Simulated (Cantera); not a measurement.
A Cantera script and what it prints.

```python
import numpy as np
import cantera as ct

gas_names = [...]  # 114 gases of nasa_gas.yaml made of C, Fe, H, O
cond_names = """
    C(gr) C6H6(L) C7H8(L) C8H18(L),n-octa Fe(a) Fe(c) Fe(d) Fe(L) FeC5O5(L) FeO(s) FeO(L) Fe(OH)2(s)
    Fe(OH)3(s) Fe2O3(s) Fe3O4(s) H2O(s) H2O(L)
""".split()


# ... load() reads the species with a 1 bar reference pressure and builds the phases ...
atoms = {
    'Fe3O4': {'Fe': 3, 'O': 4},
    'CH4': {'C': 1, 'H': 4},
    'CO': {'C': 1, 'O': 1},
}
top_T = {'C(gr)': 4500, 'Fe2O3(s)': 1830, 'Fe3O4(s)': 1870}  # K; cautious upper limits of use, not melting points


# ... equilibrate(T, P, feed) seeds the gas with the atoms and calls Mixture.equilibrate('TP', solver="vcs", rtol=1e-11, max_steps=5000) ...
results = []
feed = {'Fe3O4': 1, 'CH4': 0.48, 'CO': 0.13}  # mol
T = 2600  # K
P = 1300  # Pa
mix = equilibrate(T, P, feed)
results.append((T, P, feed, dict(zip(mix.species_names, mix.species_moles))))
x = sorted(zip(gas.X, gas.species_names), reverse=True)
print(f"T = {T:g} K  P = {P:g} Pa  gas = {mix.phase_moles(0):.4g} mol")
print("   x: " + "  ".join(f"{s} {v:.3e}" for v, s in x if v > 0.001))
print("   condensed (mol): " + ("  ".join(f"{mix.phase(i).name} {mix.phase_moles(i):.4g}"
      for i in range(1, mix.n_phases) if mix.phase_moles(i) > 1e-12) or "none"))
```

Result:

```
T = 2600 K  P = 1300 Pa  gas = 6.001 mol
   x: Fe 4.004e-01  O2 1.196e-01  FeO 9.935e-02  H2O 8.970e-02  O 7.060e-02  CO 6.187e-02  H 4.943e-02  OH 4.758e-02  CO2 3.978e-02  H2 2.156e-02
   condensed (mol): none
```

These are equilibrium values from Cantera (NASA tables, ideal gas, pure condensed phases), not measurements of a reactor.
